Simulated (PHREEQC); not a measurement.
Synthetic water in mg/kgw, 25 °C, pH 6.9, pe 11.1:

| constituent | mg/kgw |
|---|---|
| Na | 0.0416 |
| K | 0.0572 |
| Ca | 0.0593 |
| Mg | 0.0234 |
| Cl | 0.0874 |
| S(6) as SO4 | 0.00831 |
| Alkalinity as HCO3 | 0.328 |
| N(5) as NO3 | 0.000196 |
| Li | 4.67e-05 |
| Sr | 0.0018 |
| Ba | 0.000622 |

Na is adjusted to close the charge balance.
Valence states are taken as typed.

Model: ion-association model, phreeqc.dat, run in PHREEQC.

```yaml
ionic_strength: 1.07e-5 mol/kgw
```

| species | molality | activity | log γ |
|---|---|---|---|
| HCO3- | 5.42e-6 | 5.40e-6 | -0.002 |
| Cl- | 2.47e-6 | 2.46e-6 | -0.002 |
| Na+ | 1.61e-6 | 1.61e-6 | -0.002 |
| CO2 | 1.53e-6 | 1.53e-6 | 0.000 |
| Ca+2 | 1.48e-6 | 1.46e-6 | -0.007 |
| K+ | 1.46e-6 | 1.46e-6 | -0.002 |
| Mg+2 | 9.62e-7 | 9.48e-7 | -0.007 |
| H+ | 1.26e-7 | 1.26e-7 | -0.002 |
| SO4-2 | 8.65e-8 | 8.52e-8 | -0.007 |
| OH- | 8.07e-8 | 8.04e-8 | -0.002 |
| Sr+2 | 2.05e-8 | 2.02e-8 | -0.007 |
| Li+ | 6.73e-9 | 6.70e-9 | -0.002 |
| Ba+2 | 4.53e-9 | 4.46e-9 | -0.007 |
| NO3- | 3.16e-9 | 3.15e-9 | -0.002 |
| CO3-2 | 2.04e-9 | 2.01e-9 | -0.007 |

Precipitation was switched off in this run. Species that the database lacks are ignored.
